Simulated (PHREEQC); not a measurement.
0.2 mol of Fluorite (CaF2) is brought to equilibrium with 1 kg of water holding 0.1 mol CaCl2, at 25 °C under several pressures of CO2. Oxygen is held at 0.21 atm. Solids allowed: Fluorite, Calcite, Portlandite. Others were left out.

Model: ion-association model, wateq4f.dat, run in PHREEQC.

Problem. Predict CO2 (mol/kgw) at log pCO2 (atm) = -4.5, -3, -1.5, 0.

Solution. 
```csv
log pCO2 (atm),CO2 (mol/kgw)
-4.5,1.00e-6
-3,3.18e-5
-1.5,0.00100
0,0.0318
```
